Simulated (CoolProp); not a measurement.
Vapour-liquid equilibrium of benzene (1) + o-xylene (2) at 0.0922 bar; x and y are mole fractions of (1).

The numbers come from the multi-fluid Helmholtz-energy mixture model, Thol 2012 and Zhou 2012; pair parameters Bell 2016 in CoolProp.

```tsv
x	bubble temperature (°C)	y at the bubble point	dew temperature at overall composition x (°C)	liquid density (mol/L)
0.05	65.4	0.286	71.1	8.034
0.125	55.9	0.574	69.4	8.281
0.2	47.8	0.740	67.6	8.525
0.275	41.3	0.834	65.7	8.765
0.35	36.2	0.888	63.6	9.001
0.425	32.2	0.921	61.3	9.237
0.5	29.1	0.942	58.8	9.475
0.575	26.6	0.956	55.9	9.716
0.65	24.7	0.966	52.6	9.963
0.725	23.1	0.974	48.7	10.22
0.8	21.7	0.981	43.9	10.49
0.875	20.4	0.988	37.5	10.77
0.95	19.2	0.995	27.7	11.06
```

No azeotrope shows between x = 0.05 and 0.95.

The pair parameters rest on a limited set of measurements; away from them the model extrapolates. The gap from Raoult's law changes sign with composition, which may be real or a fault of the pair parameters; it wasn't checked against measurements.
